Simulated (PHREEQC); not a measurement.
Consider water at 70 °C with 0.038 mol HF and 3.8e-05 mol Na2SO4 per kg of water. It is in equilibrium with CO2 at log p = -3.5 (atm). Otherwise closed; pH follows from the charge balance.

Model: ion-association model, phreeqc.dat, run in PHREEQC.

Precipitation was switched off in this run.

**Question.** Order these F species by the share of F that they hold, largest first: F-, HF2-, HF.

**Answer.** HF (89 %), F- (8.1 %), HF2- (2.4 %)

The pH is 2.48 and the ionic strength 0.00362 mol/kgw. Away from 25 °C the constants follow the database's enthalpies or fits; those with neither stay at their 25 °C values.
